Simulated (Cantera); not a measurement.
**Transport properties of process gases**

Gas mixture: 37.7 % CO2, 62.3 % NO, at 0.132 atm, frozen composition.

Cantera's kinetic-theory transport with the Lennard-Jones parameters of GRI-Mech 3.0, ideal gas; thermal conductivity in the multicomponent form. The composition is frozen, though it would react at the higher temperatures.

```json
[
 {"T (K)": "400", "ρ (kg/m³)": "0.141", "cp (J/kg/K)": "970.0", "μ (µPa s)": "21.6", "λ (mW/m/K)": "29.6", "Pr": "0.710", "D (cm²/s) H": "14.3", "D (cm²/s) N2": "2.34", "D (cm²/s) H2": "9.08"},
 {"T (K)": "600", "ρ (kg/m³)": "0.0943", "cp (J/kg/K)": "1057", "μ (µPa s)": "29.5", "λ (mW/m/K)": "43.5", "Pr": "0.716", "D (cm²/s) H": "29.2", "D (cm²/s) N2": "4.71", "D (cm²/s) H2": "18.0"},
 {"T (K)": "800", "ρ (kg/m³)": "0.0707", "cp (J/kg/K)": "1128", "μ (µPa s)": "36.2", "λ (mW/m/K)": "56.8", "Pr": "0.719", "D (cm²/s) H": "47.7", "D (cm²/s) N2": "7.67", "D (cm²/s) H2": "29.1"},
 {"T (K)": "1000", "ρ (kg/m³)": "0.0566", "cp (J/kg/K)": "1181", "μ (µPa s)": "42.2", "λ (mW/m/K)": "69.2", "Pr": "0.720", "D (cm²/s) H": "69.7", "D (cm²/s) N2": "11.2", "D (cm²/s) H2": "42.2"},
 {"T (K)": "1200", "ρ (kg/m³)": "0.0472", "cp (J/kg/K)": "1216", "μ (µPa s)": "47.7", "λ (mW/m/K)": "80.5", "Pr": "0.721", "D (cm²/s) H": "94.6", "D (cm²/s) N2": "15.1", "D (cm²/s) H2": "57.1"},
 {"T (K)": "1400", "ρ (kg/m³)": "0.0404", "cp (J/kg/K)": "1243", "μ (µPa s)": "52.9", "λ (mW/m/K)": "91.2", "Pr": "0.721", "D (cm²/s) H": "122", "D (cm²/s) N2": "19.6", "D (cm²/s) H2": "73.8"}
]
```
D: mixture-averaged diffusion coefficient of that species in the mixture.
